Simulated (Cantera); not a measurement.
Feed: 1 mol Si2Cl6, 7.6 mol NH3, 67 mol N2, held at 0.128 Torr.

Method: chemical equilibrium by Gibbs-energy minimisation in Cantera with the NASA 1993 tables (ideal gas, pure condensed phases). Candidate condensed phases: NH4Cl, Si, Si3N4; 28 gas species. The feed counts by its element totals alone. The tables' values for SiCl, SiN are old estimates; treat these amounts as uncertain. Equilibrium is a limit: real reactors are often held back by kinetics, nucleation or transport. All values below are at 1848 K.

Base state: N2 0.815, H2 0.105, HCl 0.0402, H 0.0131, SiCl2 0.0120, Si 0.00984, Cl 0.00385, SiCl 0.00105 (mole fractions); condensed: gas only.

Question: What changes in the equilibrium state with this change: NH3 from 7.6 to 18 mol?

Answer: 
```
species   before     after
-------  -------  --------
N2         0.815     0.701
H2         0.105     0.220
HCl       0.0402    0.0395
H         0.0131    0.0191
SiCl2     0.0120   0.00623
Si       0.00984    0.0112
SiH      4.14e-5   6.82e-5
Cl       0.00385   0.00260
SiCl     0.00105  0.000806
```
